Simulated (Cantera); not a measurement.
**Tantalum, niobium, vanadium and zirconium in process gases: Ta(OEt)₅ + H₂O + H₂**

Input: 1 mol Ta(OEt)₅, 13 mol H₂O, 10 mol H₂, equilibrated at 0.180 Pa.

These are equilibrium values from Cantera (NASA tables, ideal gas, pure condensed phases), not measurements of a reactor. Candidate condensed phases: C, C₆H₆, C₇H₈, C₈H₁₈, H₂O, Ta, TaC, Ta₂O₅; 113 gas species. The feed counts by its element totals alone. Kinetics and transport are ignored.

```
T (K)       x H      x H₂   x CO    x H₂O       x O     x CO₂    x TaO₂      x OH     x TaO  n Ta₂O₅(s)
-----  --------  --------  -----  -------  --------  --------  --------  --------  --------  ----------
800     1.83e-9     0.718  0.161   0.0621    <1e-12    0.0588    <1e-12    <1e-12    <1e-12       0.500
1000    1.41e-6     0.693  0.186   0.0872    <1e-12    0.0336    <1e-12  3.92e-10    <1e-12       0.500
1200   0.000121     0.680  0.199   0.0997  2.59e-11    0.0212    <1e-12   1.42e-7    <1e-12       0.500
1400    0.00297     0.672  0.205    0.106   3.74e-8    0.0149   2.46e-9   9.30e-6    <1e-12       0.500
1600     0.0325     0.644  0.205    0.107   8.91e-6    0.0114   3.09e-6  0.000212  7.67e-10       0.500
1800      0.191     0.510  0.189   0.0968  0.000691   0.00938  0.000724   0.00239   5.17e-7       0.482
2000      0.549     0.205  0.143   0.0440    0.0230   0.00666    0.0149    0.0117   2.44e-5           0
2200      0.767    0.0334  0.118  0.00123    0.0633  0.000821    0.0116   0.00395  0.000240           0
2400      0.799   0.00454  0.114  1.85e-5    0.0704   7.84e-5   0.00837  0.000598   0.00302           0
2600      0.799  0.000779  0.113  4.86e-7    0.0765   1.09e-5   0.00221  0.000115   0.00906           0
2800      0.798  0.000171  0.112  2.04e-8    0.0784   1.92e-6  0.000315   2.67e-5    0.0109           0
```
x: gas mole fraction; n: condensed amount in mol.

From 800 K to 1800 K the condensed part is Ta₂O₅(s). From 2000 K to 2800 K nothing is condensed.
